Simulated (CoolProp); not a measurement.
Vapour-liquid equilibrium of cyclopropane (1) + R134a (2) at 584 kPa; x and y are mole fractions of (1).

Values from CoolProp's multi-fluid Helmholtz-energy mixture model, Polt 1992 and Tillner-Roth 1994; pair parameters Bell 2016. This equation is an older, rougher fit; its heat capacities, sound speeds and derivatives of the liquid may be far off and weren't checked against measurements.

Q: Give the bubble temperature and the first vapour's composition at x = 0.25, 0.45, 0.65. Is there an azeotrope?

A: x = 0.25: 283.9 K, y = 0.398; x = 0.45: 281.7 K, y = 0.520; x = 0.65: 281.6 K, y = 0.605. y crosses x between x = 0.55 and 0.65: the model has an azeotrope there.

Pair parameters are fitted to limited data, so mixtures are less certain than the pure fluids.
